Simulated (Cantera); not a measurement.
Charge: 1 mol Si, 0.21 mol H2O, 980 mol N2, equilibrated at 0.100 bar.

Equilibrium computed with Cantera from the NASA thermochemical tables; the gas is ideal and each condensed phase is pure. Candidate condensed phases: H2O, Si, SiO2, Si2N2O, Si3N4; 35 gas species. N2 is the only nitrogen source here; it is nearly inert below about 1500 K, so the nitride shown seldom forms there in practice. Mutual solubility and eutectic melting of coexisting phases are not modelled. Rates play no part.

x: gas mole fraction; n: condensed amount in mol.

```
T (K)   x N2     x SiO      x H2      x Si  n Si2N2O(s)  n Si3N4(s)
-----  -----  --------  --------  --------  -----------  ----------
1475   1.000   3.08e-7  0.000214  2.50e-10        0.210       0.193
1525   1.000   1.44e-6  0.000214   1.58e-9        0.209       0.194
1575   1.000         …  0.000213         …        0.204       0.195
1625   1.000         …  0.000213         …            …       0.201
1675   1.000   8.39e-5  0.000212   2.05e-7        0.128       0.221
1725   1.000  0.000214  0.000210   8.57e-7            0       0.263
1775   1.000  0.000214  0.000208   3.30e-6            0       0.262
1825   1.000  0.000214  0.000204   1.18e-5            0       0.259
1875   1.000  0.000214  0.000200   3.92e-5            0       0.247
```

Task: Fill in the missing entries.

Result: 
- 1575, x SiO: 6.10e-6
- 1575, x Si: 8.90e-9
- 1625, x SiO: 2.36e-5
- 1625, x Si: 4.49e-8
- 1625, n Si2N2O(s): 0.187
